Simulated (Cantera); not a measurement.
A closed system holds: 1 mol FeS2, 0.22 mol O2, 6.4 mol N2, at 0.0690 bar.

These are equilibrium values from Cantera (NASA tables, ideal gas, pure condensed phases), not measurements of a reactor. Candidate condensed phases: Fe, FeO, FeS, FeSO4, FeS2, Fe2O3, Fe2(SO4)3, Fe3O4, S; 19 gas species. FeS: taken at fixed stoichiometry. The numbers say what is thermodynamically allowed, not how fast it happens.

Task: At 1252 °C, list the 4 most abundant gas species with their mole fractions, and the condensed phases.

Result: N2 0.913, S2 0.0548, SO2 0.0303, SO 0.00166. Condensed: FeS(l).
